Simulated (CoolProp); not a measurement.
Sulfur hexafluoride along the isobar 13600 kPa: fugacity coefficient from the reference equation and from simpler models built on Tc = 318.7 K, pc = 3755 kPa, ω = 0.210; each cubic takes its own stable root.

Model: reference Helmholtz-energy equation of state, Guder 2009, in CoolProp.

```csv
T (K),phase,reference
249.6,liquid,0.06680
260.8,liquid,0.09072
272,liquid,0.1191
283.2,liquid,0.1516
294.3,liquid,0.1877
305.5,liquid,0.2276
316.7,liquid,0.2701
327.9,supercritical,0.3146
339,supercritical,0.3599
350.2,supercritical,0.4060
361.4,supercritical,0.4516
372.6,supercritical,0.4960
383.7,supercritical,0.5381
394.9,supercritical,0.5783
406.1,supercritical,0.6160
417.3,supercritical,0.6510
```

Task: How far does each simpler model (Soave-Redlich-Kwong, Peng-Robinson) lie from the reference over these 16 states: mean and median of the absolute difference, and the worst?

Result: 
- Soave-Redlich-Kwong: mean 4.3 %, median 4.5 %, worst +4.8 % at 294.3 K and 13600 kPa
- Peng-Robinson: mean 3.6 %, median 3.6 %, worst -3.7 % at 394.9 K and 13600 kPa
